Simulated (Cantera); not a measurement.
A Cantera script and what it prints.

```python
import numpy as np
import cantera as ct

gas_names = """
    AL ALH ALO ALOH ALO2 ALO2H AL2 AL2O AL2O2 H HALO HO2 H2 H2O H2O2 O OH O2 O3
""".split()
cond_names = """
    AL(cr) AL(L) AL2O3(a) AL2O3(L) H2O(s) H2O(L)
""".split()


# ... load() reads the species with a 1 bar reference pressure and builds the phases ...
atoms = {
    'Al2O3': {'AL': 2, 'O': 3},
    'H2': {'H': 2},
}
top_T = {}  # K; cautious upper limits of use, not melting points


# ... equilibrate(T, P, feed) seeds the gas with the atoms and calls Mixture.equilibrate('TP', solver="vcs", rtol=1e-11, max_steps=5000) ...
results = []
feed = {'Al2O3': 1, 'H2': 0.12}  # mol
T = 2150  # K
for P in [1, 16, 250, 4000, 63000, 1000000]:
    mix = equilibrate(T, P, feed)
    results.append((T, P, feed, dict(zip(mix.species_names, mix.species_moles))))

top = {s: max(r[3][s] / sum(r[3][g] for g in gas_names) for r in results) for s in gas_names}
cols = sorted((s for s in top if top[s] > 0.0001), key=lambda s: -top[s])[:7]
seen = [c for c in cond_names if any(r[3].get(c, 0) > 1e-12 for r in results)]
print("log10 of partial pressures in bar; condensed amounts in mol")
print(f"{'P/Pa':>10s}" + "".join(f"{s[:9]:>10s}" for s in cols + seen))
for T, P, feed, n in results:
    ng = sum(n[g] for g in gas_names)
    print(f"{P:10.4g}" + "".join(f"{np.log10(max(n[s] / ng * P / 1e5, 1e-99)):10.3f}" for s in cols)
          + "".join(f"{n.get(c, 0):10.4g}" for c in seen))
```

It prints:

```
log10 of partial pressures in bar; condensed amounts in mol
      P/Pa        H2         H        AL       H2O         O        OH       ALO  AL2O3(a)
         1    -5.568    -5.159    -6.913    -6.969    -7.191    -7.448    -7.677    0.9985
        16    -3.947    -4.349    -6.106    -5.886    -7.729    -7.176    -7.408    0.9995
       250    -2.641    -3.696    -5.360    -5.077    -8.226    -7.020    -7.159    0.9998
      4000    -1.408    -3.079    -4.663    -4.308    -8.691    -6.868    -6.927    0.9999
   6.3e+04    -0.203    -2.477    -4.005    -3.542    -9.129    -6.704    -6.708         1
     1e+06     0.999    -1.875    -3.388    -2.751    -9.541    -6.514    -6.502         1
```

Cantera equilibrium calculation (NASA polynomials, part measured and part estimated; ideal gas, pure solids and liquids). The tables' values for AlOH are old estimates; treat these amounts as uncertain.
